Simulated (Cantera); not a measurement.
Charge: 1 mol HI, 0.12 mol H2, 0.96 mol O2, held at 2423 K and 93.0 bar.

These are equilibrium values from Cantera (NASA tables, ideal gas, pure condensed phases), not measurements of a reactor. Candidate condensed phases: H2O, I2; 12 gas species. The ideal-gas law is rough above about 30 bar. Kinetics and transport are ignored.

Base state: I 0.337, O2 0.304, H2O 0.280, I2 0.0590, HI 0.0116, OH 0.00667, O 0.000561, H2 0.000213 (mole fractions); condensed: gas only.

Task: What changes in the equilibrium state with this change: O2 from 0.96 to 0.048 mol?

Result: 
| species | before | after |
|---|---|---|
| HI | 0.0116 | 0.344 |
| I | 0.337 | 0.310 |
| H2 | 0.000213 | 0.223 |
| O2 | 0.304 | 1.86e-8 |
| H2O | 0.280 | 0.0723 |
| I2 | 0.0590 | 0.0499 |
| HO2 | 8.01e-5 | <1e-9 |
| O | 0.000561 | 1.39e-7 |
| OH | 0.00667 | 5.33e-5 |
